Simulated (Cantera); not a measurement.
Input: 1 mol SiO2, 1.7 mol CH4, 0.025 mol CO, held at 0.975 Torr.

Cantera equilibrium calculation (NASA polynomials, part measured and part estimated; ideal gas, pure solids and liquids). Candidate condensed phases: C, C6H6, C7H8, C8H18, H2O, Si, SiC, SiO2; 123 gas species. The numbers say what is thermodynamically allowed, not how fast it happens.

Problem. At 1000 K, list the 3 most abundant gas species with their mole fractions, and the condensed phases.

Solution. H2 0.993, CO 0.00730, CH4 0.000122. Condensed: C(graphite) + SiO2(β-quartz).
